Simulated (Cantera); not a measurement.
# NO annealing gas

An isothermal, constant-pressure homogeneous reactor starts with NO : N2 = 1 : 3.9 (molar parts), at 2150 K and 0.0642 atm.

Detailed kinetics in Cantera: GRI-Mech 3.0 (53 species, 325 reactions).

| t (s) | x NO | x N2O | x N2 | x O | x NO2 | x O2 |
|---|---|---|---|---|---|---|
| 9.00e-5 | 0.204 | 7.66e-7 | 0.796 | 7.92e-7 | 1.87e-9 | 1.40e-9 |
| 0.000184 | 0.204 | 1.54e-6 | 0.796 | 1.65e-6 | 7.29e-9 | 5.94e-9 |
| 0.000377 | 0.204 | 3.03e-6 | 0.796 | 3.48e-6 | 2.66e-8 | 2.54e-8 |
| 0.000772 | 0.204 | 5.75e-6 | 0.796 | 7.55e-6 | 8.80e-8 | 1.11e-7 |
| 0.00158 | 0.204 | 1.01e-5 | 0.796 | 1.70e-5 | 2.58e-7 | 5.04e-7 |
| 0.00324 | 0.204 | 1.56e-5 | 0.796 | 3.96e-5 | 6.86e-7 | 2.39e-6 |
| 0.00663 | 0.204 | 1.97e-5 | 0.796 | 9.17e-5 | 1.67e-6 | 1.16e-5 |
| 0.0136 | 0.204 | 2.06e-5 | 0.796 | 0.000198 | 3.55e-6 | 5.60e-5 |
| 0.0278 | 0.203 | 1.98e-5 | 0.796 | 0.000370 | 6.27e-6 | 0.000249 |
| 0.0569 | 0.202 | 1.88e-5 | 0.797 | 0.000550 | 8.89e-6 | 0.000932 |
| 0.117 | 0.198 | 1.76e-5 | 0.799 | 0.000677 | 1.09e-5 | 0.00276 |
| 0.239 | 0.189 | 1.56e-5 | 0.803 | 0.000842 | 1.37e-5 | 0.00701 |
| 0.488 | 0.169 | 1.19e-5 | 0.813 | 0.00113 | 1.73e-5 | 0.0168 |
| 1.00 | 0.127 | 6.28e-6 | 0.834 | 0.00157 | 1.88e-5 | 0.0377 |
x: mole fraction; the columns are a selection and need not sum to one.

Equilibrium at this temperature and pressure: NO 0.00815, N2O 1.23e-7, N2 0.893, O 0.00240, NO2 1.92e-6, O2 0.0966 (gas phase only).
